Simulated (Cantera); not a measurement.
Charge: 1 mol Fe2O3, 1.6 mol H2S, 8.5 mol N2, equilibrated at 36000 Pa.

Equilibrium computed with Cantera from the NASA thermochemical tables; the gas is ideal and each condensed phase is pure. Candidate condensed phases: Fe, FeO, Fe(OH)2, Fe(OH)3, FeS, FeSO4, FeS2, Fe2O3, Fe2(SO4)3, Fe3O4, H2O, H2SO4, S; 38 gas species. Metal and sulfide melt together well below either melting point, which pure phases cannot show. Mutual solubility and eutectic melting of coexisting phases are not modelled. The tables' stoichiometric FeO is somewhat more stable than real wüstite, so its field is too wide. FeO, FeS: taken at fixed stoichiometry. Gases not in the tables: S3 to S7. The numbers say what is thermodynamically allowed, not how fast it happens.

Question: Which condensed phases are stable at each of these points (T (K)): 1198, 1273, 1348, 1423, 1498, 1573, 1648?

Answer: 
| T (K) | condensed phases | Fe condensed (%) |
|---|---|---|
| 1198 | FeS(s) + Fe3O4(s) | 100.0 |
| 1273 | FeO(s) + FeS(s) | 100.0 |
| 1348 | FeO(s) + FeS(s) | 100.0 |
| 1423 | FeO(s) + FeS(s) | 100.0 |
| 1498 | FeO(s) + FeS(l) | 100.0 |
| 1573 | FeO(s) + FeS(l) | 100.0 |
| 1648 | FeO(s) + FeS(l) | 100.0 |

At 1198 K the condensed part is FeS(s) + Fe3O4(s). From 1273 K to 1423 K the condensed part is FeO(s) + FeS(s). From 1498 K to 1648 K the condensed part is FeO(s) + FeS(l).
